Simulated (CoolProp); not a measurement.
Vapour-liquid equilibrium of R125 (1) + R236FA (2) at 303.5 K; x and y are mole fractions of (1).

Model: multi-fluid Helmholtz-energy mixture model, Lemmon 2005 and Pan 2012; pair parameters Bell 2016, in CoolProp.

```csv
x,"bubble pressure, mixture model (bar)","bubble pressure, Raoult's law (bar)","y, mixture model","y, Raoult's law"
0.05,3.785,3.869,___,0.205
0.2,5.452,5.757,0.486,0.550
0.35,7.175,7.645,___,0.725
0.5,___,9.533,___,0.830
0.65,10.85,11.42,0.861,0.901
0.8,___,13.31,___,0.951
0.95,15.04,15.20,0.982,0.989
```

Q: Complete the blanks.

A: 
- 0.05, y, mixture model: 0.171
- 0.35, y, mixture model: 0.662
- 0.5, bubble pressure, mixture model (bar): 8.969
- 0.5, y, mixture model: 0.777
- 0.8, bubble pressure, mixture model (bar): 12.86
- 0.8, y, mixture model: 0.926

The largest gap from Raoult's law is -6.1 % in bubble pressure, at x = 0.35. No azeotrope shows between x = 0.05 and 0.95.

Pair parameters are fitted to limited data, so mixtures are less certain than the pure fluids.
